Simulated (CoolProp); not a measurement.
Vapour-liquid equilibrium of acetone (1) + ethanol (2) at 0.983 bar; x and y are mole fractions of (1).

Values from CoolProp's multi-fluid Helmholtz-energy mixture model, Lemmon 2006 and Schroeder 2014; pair parameters Bell 2016.

| x | bubble temperature, mixture model (K) | bubble temperature, Raoult's law (K) | y, mixture model | y, Raoult's law |
|---|---|---|---|---|
| 0.05 | 347.7 | 349.5 | 0.155 | 0.098 |
| 0.2 | 341.1 | 345.6 | 0.441 | 0.350 |
| 0.35 | 337.0 | 342.0 | 0.597 | 0.547 |
| 0.5 | 334.2 | 338.5 | 0.702 | 0.700 |
| 0.65 | 332.0 | 335.2 | 0.787 | 0.818 |
| 0.8 | 330.3 | 332.1 | 0.871 | 0.909 |
| 0.95 | 328.8 | 329.3 | 0.965 | 0.980 |

The largest gap from Raoult's law is -5.0 K in bubble temperature, at x = 0.35. No azeotrope shows between x = 0.05 and 0.95.

Pair parameters are fitted to limited data, so mixtures are less certain than the pure fluids.
